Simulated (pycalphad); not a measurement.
An equivalent pycalphad script:

```python
from pycalphad import Database, equilibrium, calculate, variables as v
import numpy as np
db = Database('COST507.tdb')
comps = ['SI', 'SN', 'VA']
phases = ['BCT_A5', 'DIAMOND_A4', 'LIQUID']
eq = equilibrium(db, comps, phases, {v.X('SN'): 0.7162, v.T: np.arange(2350, 499, -50), v.P: 101325, v.N: 1}, output=['HM', 'SM'])
```

All values are pycalphad results on the COST 507 light-alloy database (1999) (1 atm), not direct measurements. These are 1990s assessments: newer ones move some temperatures and phases. Phase fractions are per mole of atoms.

Results at three of the temperatures:

```
T = 1500.00 K, P = 101325 Pa, N = 1 mol of atoms
G = -107150 J/mol, H = 48317 J/mol, S = 103.64 J/(mol K)  (SER reference)
chemical potentials (J/mol): Si -56966, Sn -127035
phase             fraction      x(Si)      x(Sn)
LIQUID              0.8554     0.1628     0.8372
DIAMOND_A4          0.1446     1.0000   2.83e-07
```

```
T = 900.00 K, P = 101325 Pa, N = 1 mol of atoms
G = -52304 J/mol, H = 21554 J/mol, S = 82.06 J/(mol K)  (SER reference)
chemical potentials (J/mol): Si -25785, Sn -62813
phase             fraction      x(Si)      x(Sn)
LIQUID              0.7171     0.0012     0.9988
DIAMOND_A4          0.2829     1.0000   4.39e-07
```

```
T = 500.00 K, P = 101325 Pa, N = 1 mol of atoms
G = -22479 J/mol, H = 5424 J/mol, S = 55.81 J/(mol K)  (SER reference)
chemical potentials (J/mol): Si -10615, Sn -27180
phase             fraction      x(Si)      x(Sn)
BCT_A5              0.7162       none     1.0000
DIAMOND_A4          0.2838     1.0000   1.89e-07
```

Changes of the phase set, refined by bisection:

```tsv
T (K)	phases above	phases below
1559.6	LIQUID	DIAMOND_A4 + LIQUID
505.0	DIAMOND_A4 + LIQUID	BCT_A5 + DIAMOND_A4
```

DIAMOND_A4 is diamond (Si); BCT_A5 is bct (Sn). An entry "none" or "no" means that the model of the phase leaves that element out.
